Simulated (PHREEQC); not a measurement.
**Spent oxide etchant: an equilibrium model**

A solution holds 160 mmol/kgw NH4HF2, 71 mmol/kgw (NH4)2SiF6 and 1.6 mmol/kgw H3PO4, at 25 °C. Closed to the air; pH follows from the charge balance.

All values are PHREEQC results (ion-association model, phreeqc.dat), not measurements.

This is a speciation only: nothing precipitates in the calculation.

Question: What pH, activity of water does the model give?

Answer: pH 2.96; activity of water 0.989.

Question: In which forms is F present?

Answer: SiF6-2 57 %, HF 15 %, F- 15 %, HF2- 13 % of the F.

Species that the database lacks are ignored. SiF6-2 is the database's only silicon fluoride.
